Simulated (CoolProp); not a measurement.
n-pentane at 474.07 K and 0.354 MPa is compressed adiabatically to 1.91 MPa with isentropic efficiency 0.85. Each further row changes one setting.

The numbers come from the reference Helmholtz-energy equation of state, Thol 2019 in CoolProp.

```
case             work (kJ/kg)  final temperature (K)  final density (kg/m³)
---------------  ------------  ---------------------  ---------------------
as stated                 104                  525.1                   36.8
efficiency 1             88.6                  519.5                   37.5
efficiency 0.65           136                  536.5                   35.5
```
